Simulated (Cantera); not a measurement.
Input: 1 mol C2H2, 0.24 mol O2, 18 mol H2, held at 1175 °C and 143 Torr.

Equilibrium computed with Cantera from the NASA thermochemical tables; the gas is ideal and each condensed phase is pure. Candidate condensed phases: C, C6H6, C7H8, C8H18, H2O; 110 gas species. Rates play no part.

Base state: H2 0.975, CO 0.0246, CH4 0.000602, H 2.09e-5, H2O 1.16e-5 (mole fractions); condensed: C(graphite).

**Question.** What changes in the equilibrium state with this change: O2 from 0.24 to 0.12 mol?

**Answer.** 
| species | before | after |
|---|---|---|
| H2 | 0.975 | 0.987 |
| CO | 0.0246 | 0.0125 |
| CH4 | 0.000602 | 0.000617 |
| H2O | 1.16e-5 | 5.92e-6 |
| H | 2.09e-5 | 2.10e-5 |
| C(graphite), mol | 1.51 | 1.75 |

**Question.** What changes in the equilibrium state with this change: pressure from 143 Torr to 1730 Torr?

**Answer.** 
```tsv
species	before	after
H2	0.975	0.968
CO	0.0246	0.0247
CH4	0.000602	0.00718
H2O	1.16e-5	0.000139
H	2.09e-5	5.99e-6
C(graphite), mol	1.51	1.38
```
